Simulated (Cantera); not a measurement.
A closed system holds: 1 mol Si3N4, 0.025 mol H2O, 49 mol H2, at 8.90 bar.

Method: chemical equilibrium by Gibbs-energy minimisation in Cantera with the NASA 1993 tables (ideal gas, pure condensed phases). Candidate condensed phases: H2O, Si, SiO2, Si2N2O, Si3N4; 35 gas species. Mutual solubility and eutectic melting of coexisting phases are not modelled. Gases not in the tables: Si2H6 and higher silanes. The numbers say what is thermodynamically allowed, not how fast it happens.

log p: log10 of the partial pressure in bar; n: condensed amount in mol.

```
T (K)  log p H2  log p N2  log p H  log p SiH2  log p SiO  log p NH3  n Si2N2O(s)  n Si3N4(s)  n Si(l)
-----  --------  --------  -------  ----------  ---------  ---------  -----------  ----------  -------
1348       0.95     -2.84    -5.16       -7.78      -8.83      -3.98       0.0250       0.983        0
1398       0.95     -2.83    -4.85       -7.11      -8.03      -4.06       0.0250       0.983        0
1448       0.95     -2.83    -4.56       -6.48      -7.28      -4.13       0.0250       0.983        0
1498       0.95     -2.83      ___         ___        ___        ___       0.0250       0.983        0
1548       0.95     -2.82    -4.04       -5.35      -5.94      -4.26       0.0250       0.983        0
1598       0.95     -2.82    -3.80       -4.84      -5.33      -4.31       0.0250       0.983        0
1648       0.95     -2.81      ___         ___        ___      -4.36       0.0249       0.983        0
1698       0.95     -2.78    -3.37       -3.93      -4.24      -4.40       0.0247       0.983        0
1748       0.95     -2.44    -3.17       -3.74      -3.85      -4.28       0.0242       0.978   0.0161
```

Question: Complete the blanks.

Answer: 
- 1648, log p H: -3.58
- 1648, log p SiH2: -4.37
- 1648, log p SiO: -4.77
- 1498, log p H: -4.29
- 1498, log p SiH2: -5.90
- 1498, log p SiO: -6.59
- 1498, log p NH3: -4.20
